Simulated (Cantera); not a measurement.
A closed system holds: 1 mol SiH₄, 0.38 mol HCl, 17 mol N₂, held at 1773.15 K and 0.00690 bar.

Equilibrium computed with Cantera from the NASA thermochemical tables; the gas is ideal and each condensed phase is pure. Candidate condensed phases: NH₄Cl, Si, Si₃N₄; 28 gas species. The tables' values for SiCl, SiN are old estimates; treat these amounts as uncertain. Rates play no part.

Base state: N₂ 0.872, H₂ 0.110, HCl 0.0120, SiCl₂ 0.00402, H 0.00114, Si 0.000296, Cl 9.52e-5, SiCl 9.05e-5 (mole fractions); condensed: Si₃N₄(s).

Q: What changes in the equilibrium state with this change: pressure from 0.00690 bar to 0.260 bar?

A: 
| species | before | after |
|---|---|---|
| N₂ | 0.872 | 0.873 |
| H₂ | 0.110 | 0.108 |
| HCl | 0.0120 | 0.0185 |
| SiCl₂ | 0.00402 | 0.000869 |
| Si₂N | 1.75e-5 | 2.26e-8 |
| Si | 0.000296 | 7.00e-7 |
| SiH | 1.01e-5 | 1.44e-7 |
| SiN | 1.10e-5 | 1.60e-7 |
| Si₃N₄(s), mol | 0.305 | 0.328 |
The tables' values for SiCl₃ are old estimates; treat these amounts as uncertain.
